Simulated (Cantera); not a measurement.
Hydrocarbon pyrolysis for carbon deposition

A perfectly stirred reactor is fed with C2H6 : N2 = 1 : 6 (molar parts), at 100.0 Torr; it is held at 1898 K, and followed from long to short residence time.

Model: GRI-Mech 3.0 (53 species, 325 reactions), integrated in Cantera. GRI-Mech 3.0 stops at C3 and has no aromatics, soot or wall deposition, so with more carbon than oxygen in the feed, carbon stays in small species such as C2H2 where larger ones or solid carbon would form.

```
τ (s)      x C2H6     x HCN    x C2H   x H2  x C2H2     x CH4     x CH3
-------  --------  --------  -------  -----  ------  --------  --------
29        9.72e-8   0.00199  6.58e-6  0.221   0.110  0.000639   5.90e-5
7.5       3.71e-7   0.00106  6.71e-6  0.220   0.110   0.00122  0.000114
1.9       1.44e-6  0.000565  6.97e-6  0.218   0.110   0.00230  0.000225
0.48      5.50e-6  0.000310  7.46e-6  0.216   0.109   0.00420  0.000443
0.12      2.09e-5  0.000175  8.23e-6  0.211   0.108   0.00742  0.000875
0.031     7.64e-5   9.94e-5  9.22e-6  0.203   0.105    0.0125   0.00170
0.0080   0.000277   5.50e-5  1.04e-5  0.191   0.100    0.0203   0.00329
0.0020    0.00103   2.91e-5  1.19e-5  0.171  0.0913    0.0310   0.00641
0.00052   0.00366   1.52e-5  1.29e-5  0.142  0.0758    0.0412    0.0121
0.00013    0.0133   7.56e-6  1.15e-5  0.103  0.0485    0.0427    0.0222
```
x: mole fraction; the columns are a selection and need not sum to one.
